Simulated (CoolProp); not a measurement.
C3F8 (R218) along the isotherm 166.85 °C: fugacity coefficient from the reference equation and from simpler models built on Tc = 71.9 °C, pc = 2.640 MPa, ω = 0.317; each cubic takes its own stable root.

The numbers come from the reference Helmholtz-energy equation of state, Lemmon 2006 in CoolProp. It is a short technical equation, of lower accuracy than the large ones.

| p (MPa) | phase | reference |
|---|---|---|
| 0.0125 | gas | 0.9994 |
| 0.0189 | gas | 0.9990 |
| 0.0285 | gas | 0.9986 |
| 0.043 | gas | 0.9978 |
| 0.0649 | gas | 0.9967 |
| 0.0979 | gas | 0.9951 |
| 0.148 | gas | 0.9925 |
| 0.223 | gas | 0.9888 |
| 0.336 | gas | 0.9831 |
| 0.507 | gas | 0.9746 |
| 0.765 | gas | 0.9618 |
| 1.15 | gas | 0.9429 |
| 1.74 | gas | 0.9144 |
| 2.63 | gas | 0.8726 |
| 3.96 | supercritical | 0.8131 |

**Question.** How far does each simpler model (van der Waals, Redlich-Kwong, Soave-Redlich-Kwong, Peng-Robinson) lie from the reference over these 15 states: mean and median of the absolute difference, and the worst?

**Answer.** 
- van der Waals: mean 1.0 %, median 0.2 %, worst -5.5 % at 166.85 °C and 3.96 MPa
- Redlich-Kwong: mean 0.9 %, median 0.3 %, worst -4.5 % at 166.85 °C and 3.96 MPa
- Soave-Redlich-Kwong: mean 0.1 %, median 0.0 %, worst +1.1 % at 166.85 °C and 3.96 MPa
- Peng-Robinson: mean 0.7 %, median 0.2 %, worst -2.7 % at 166.85 °C and 3.96 MPa
